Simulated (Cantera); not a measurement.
A perfectly stirred reactor is fed with 4.55 % CH₄, 19.4 % O₂, 72.8 % N₂, 3.28 % H₂O, equivalence ratio 0.47, at 5.00 bar; it is adiabatic with a 423 K inlet, and is followed from long to short residence time, starting on the burning branch (τ in s: 0.052, 0.017, 0.0056, 0.0018, 0.0006, 0.0002, 6.4e-05, 2.1e-05, 6.9e-06).

Computed with Cantera and GRI-Mech 3.0 (53 species, 325 reactions).

Problem. Predict: blow-out, bracketed by the residence times tried; x(CH₄) at τ = 52.0 ms; x(O₂) at τ = 52.0 ms; x(H₂O) at τ = 52.0 ms; x(CO) at τ = 52.0 ms; x(NO) at τ = 52.0 ms; x(CH₄) at τ = 0.600 ms; x(O₂) at τ = 0.600 ms; x(H₂O) at τ = 0.600 ms.

Solution. 
```
Quantity                                                                       Value
------------------------------------------------  ----------------------------------
blow-out, bracketed by the residence times tried  burning at 5.60 ms, out at 1.80 ms
x(CH₄) at τ = 52.0 ms                                                        5.94e-5
x(O₂) at τ = 52.0 ms                                                           0.103
x(H₂O) at τ = 52.0 ms                                                          0.123
x(CO) at τ = 52.0 ms                                                        0.000512
x(NO) at τ = 52.0 ms                                                         2.78e-7
x(CH₄) at τ = 0.600 ms                                                        0.0455
x(O₂) at τ = 0.600 ms                                                          0.194
x(H₂O) at τ = 0.600 ms                                                        0.0328
```
